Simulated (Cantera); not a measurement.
## Adiabatic ignition

An adiabatic, constant-volume homogeneous reactor starts with CH4 : CO : O2 : N2 = 1 : 0.47 : 1.31 : 14.5 (molar parts), equivalence ratio 1.7, at 1698 K and 0.240 bar.

Model: GRI-Mech 3.0 (53 species, 325 reactions), integrated in Cantera.

| t (s) | T (K) | P (bar) | x CH4 | x CO | x O2 | x HCO | x H2O |
|---|---|---|---|---|---|---|---|
| 1.00e-6 | 1698 | 0.240 | 0.0579 | 0.0272 | 0.0758 | 8.59e-12 | 2.05e-9 |
| 2.56e-6 | 1698 | 0.240 | 0.0579 | 0.0272 | 0.0758 | 1.01e-11 | 2.58e-8 |
| 6.54e-6 | 1698 | 0.240 | 0.0579 | 0.0272 | 0.0758 | 1.24e-11 | 2.20e-7 |
| 1.67e-5 | 1698 | 0.240 | 0.0579 | 0.0272 | 0.0758 | 1.93e-11 | 1.06e-6 |
| 4.28e-5 | 1698 | 0.240 | 0.0579 | 0.0272 | 0.0758 | 4.99e-11 | 3.78e-6 |
| 0.000109 | 1698 | 0.240 | 0.0578 | 0.0272 | 0.0758 | 2.80e-10 | 1.39e-5 |
| 0.000280 | 1698 | 0.240 | 0.0577 | 0.0272 | 0.0758 | 3.29e-9 | 6.26e-5 |
| 0.000715 | 1698 | 0.240 | 0.0569 | 0.0272 | 0.0754 | 8.28e-8 | 0.000452 |
| 0.00183 | 2332 | 0.348 | <1e-12 | 0.0626 | 0.00114 | 4.72e-8 | 0.0619 |
| 0.00468 | 2405 | 0.357 | <1e-12 | 0.0627 | 0.000587 | 3.52e-8 | 0.0649 |
| 0.0120 | 2455 | 0.363 | <1e-12 | 0.0630 | 0.000276 | 2.62e-8 | 0.0672 |
| 0.0306 | 2465 | 0.364 | <1e-12 | 0.0631 | 0.000217 | 2.42e-8 | 0.0676 |
| 0.0782 | 2464 | 0.364 | <1e-12 | 0.0631 | 0.000214 | 2.41e-8 | 0.0676 |
| 0.200 | 2464 | 0.364 | <1e-12 | 0.0631 | 0.000214 | 2.41e-8 | 0.0675 |
x: mole fraction; the columns are a selection and need not sum to one.

```yaml
time_of_steepest_temperature_rise: 1.71 ms
temperature at 0.200 s: 2464 K
equilibrium_temperature: 2464 K
x(CH4) at 0.200 s: <1e-12 (gas-phase equilibrium <1e-12)
x(CO) at 0.200 s: 0.0631 (gas-phase equilibrium 0.0631)
x(O2) at 0.200 s: 0.000214 (gas-phase equilibrium 0.000214)
```
